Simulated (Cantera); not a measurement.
Charge: 1 mol SiCl4, 0.51 mol HCl, 6.6 mol H2, at 0.160 bar.

Method: chemical equilibrium by Gibbs-energy minimisation in Cantera with the NASA 1993 tables (ideal gas, pure condensed phases). Candidate condensed phases: Si; 19 gas species. Kinetics and transport are ignored. All values below are at 700 K.

Base state: H2 0.813, SiCl4 0.123, HCl 0.0632, SiHCl3 0.000324 (mole fractions); condensed: gas only.

Task: What changes in the equilibrium state with this change: SiCl4 replaced by Si?

Result: 
```json
[
 {"species": "H2", "before": "0.813", "after": "0.979"},
 {"species": "SiCl4", "before": "0.123", "after": "0.0118"},
 {"species": "SiHCl3", "before": "0.000324", "after": "0.00832"},
 {"species": "HCl", "before": "0.0632", "after": "0.000284"},
 {"species": "SiH2Cl2", "before": "5.60e-8", "after": "0.000386"},
 {"species": "Si(s), mol", "before": "0", "after": "0.857"}
]
```
